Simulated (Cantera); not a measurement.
Cantera with NASA thermochemical tables; ideal gases at 1 bar, condensed phases pure. Values are per mole of reaction as written; species without (g) are pure solids or liquids, kept so even where they would boil at 1 bar.

Between 1448 and 1698 K, where is each reaction favourable under standard conditions?
- Li + Cl(g) ⇌ LiCl(g)


- Li + Cl(g) ⇌ LiCl(g): ΔG° is -320 kJ at 1448 K and -317 kJ at 1698 K; it stays negative (K > 1). ΔH° is -340 kJ and ΔS° -13 J/K at 1698 K.
